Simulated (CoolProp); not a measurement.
Values from CoolProp's reference Helmholtz-energy equation of state, Zhou 2012.

Q: For m-xylene, give the phase and the density (kg/m³), cv (kJ/(kg K)), expansivity (1/kK), viscosity (µPa s) at 131.45 °C and 10700 kPa; 185.25 °C and 10700 kPa; 346.85 °C and 10700 kPa.

A: 
- 131.45 °C and 10700 kPa: liquid; density 778, cv 1.65, expansivity 1.13, viscosity 257
- 185.25 °C and 10700 kPa: liquid; density 729, cv 1.82, expansivity 1.31, viscosity 184
- 346.85 °C and 10700 kPa: supercritical; density 536, cv 2.24, expansivity 2.92, viscosity 73.4

Viscosity comes from a separate model (Cao 2016).
